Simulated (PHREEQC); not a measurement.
1 kg of water holding 0.19 mol/kgw K2SO4, 0.042 mol/kgw KCl and 0.076 mol/kgw K2CO3 is evaporated at 25 °C; the solids stay in contact with the brine. CO2 is held at log p = -3.4 (atm). The run lets Arcanite, Kalicinite, Misenite, Sylvite precipitate or redissolve, and no other solid.

All values are PHREEQC results (Pitzer model, pitzer.dat), not measurements.

```json
[
 {"water left (kg)": "0.9996", "ionic strength": "0.813", "water activity": "0.988", "Arcanite (mol)": "0", "Kalicinite (mol)": "0"},
 {"water left (kg)": "0.6751", "ionic strength": "1.21", "water activity": "0.982", "Arcanite (mol)": "0", "Kalicinite (mol)": "0"},
 {"water left (kg)": "0.456", "ionic strength": "1.80", "water activity": "0.974", "Arcanite (mol)": "0", "Kalicinite (mol)": "0"},
 {"water left (kg)": "0.308", "ionic strength": "2.17", "water activity": "0.969", "Arcanite (mol)": "[?]", "Kalicinite (mol)": "0"},
 {"water left (kg)": "0.208", "ionic strength": "2.38", "water activity": "[?]", "Arcanite (mol)": "0.111", "Kalicinite (mol)": "0"},
 {"water left (kg)": "0.1405", "ionic strength": "2.75", "water activity": "0.956", "Arcanite (mol)": "0.147", "Kalicinite (mol)": "0"},
 {"water left (kg)": "0.0949", "ionic strength": "3.41", "water activity": "0.942", "Arcanite (mol)": "0.169", "Kalicinite (mol)": "0"},
 {"water left (kg)": "0.06408", "ionic strength": "4.52", "water activity": "0.919", "Arcanite (mol)": "0.181", "Kalicinite (mol)": "0"},
 {"water left (kg)": "0.05267", "ionic strength": "5.32", "water activity": "0.902", "Arcanite (mol)": "[?]", "Kalicinite (mol)": "0"},
 {"water left (kg)": "0.03556", "ionic strength": "7.57", "water activity": "[?]", "Arcanite (mol)": "0.188", "Kalicinite (mol)": "0"},
 {"water left (kg)": "0.02399", "ionic strength": "11.0", "water activity": "0.760", "Arcanite (mol)": "0.189", "Kalicinite (mol)": "0"},
 {"water left (kg)": "0.01616", "ionic strength": "[?]", "water activity": "0.670", "Arcanite (mol)": "0.190", "Kalicinite (mol)": "0"},
 {"water left (kg)": "0.01046", "ionic strength": "15.1", "water activity": "0.667", "Arcanite (mol)": "0.190", "Kalicinite (mol)": "0.0522"},
 {"water left (kg)": "0.006603", "ionic strength": "15.1", "water activity": "0.667", "Arcanite (mol)": "0.190", "Kalicinite (mol)": "0.0890"},
 {"water left (kg)": "0.003991", "ionic strength": "15.1", "water activity": "0.667", "Arcanite (mol)": "0.190", "Kalicinite (mol)": "0.114"}
]
```

Q: Fill in the missing entries.

A: 
- 0.308, Arcanite (mol): 0.0517
- 0.208, water activity: 0.964
- 0.05267, Arcanite (mol): 0.184
- 0.03556, water activity: 0.850
- 0.01616, ionic strength: 14.9

Complexes and solids missing from the database can't appear.
